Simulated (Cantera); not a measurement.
An isothermal, constant-pressure homogeneous reactor starts with CO : O2 : H2O : N2 = 0.0012 : 0.07 : 0.032 : 1 (molar parts), equivalence ratio 0.0086, at 875 K and 1.01 bar. Integrator tolerance rtol = 1e-08.

Model: GRI-Mech 3.0 (53 species, 325 reactions), integrated in Cantera.

Problem. What does this change do: temperature 875 to 1298 K?

Solution. 
| quantity | before | after |
|---|---|---|
| x(CO) at 100 s | 0.000327 (gas-phase equilibrium <1e-12) | 6.37e-10 (gas-phase equilibrium 6.38e-10) |
| x(O2) at 100 s | 0.0631 (gas-phase equilibrium 0.0629) | 0.0629 (gas-phase equilibrium 0.0628) |
| x(H2O) at 100 s | 0.0290 (gas-phase equilibrium 0.0290) | 0.0290 (gas-phase equilibrium 0.0290) |
| x(N2O) at 100 s | 1.03e-8 (gas-phase equilibrium 3.96e-10) | 1.65e-8 (gas-phase equilibrium 1.65e-8) |
| x(NO) at 100 s | <1e-12 (gas-phase equilibrium 3.84e-6) | 1.10e-8 (gas-phase equilibrium 0.000230) |
| x(CO2) at 100 s | 0.000761 (gas-phase equilibrium 0.00109) | 0.00109 (gas-phase equilibrium 0.00109) |
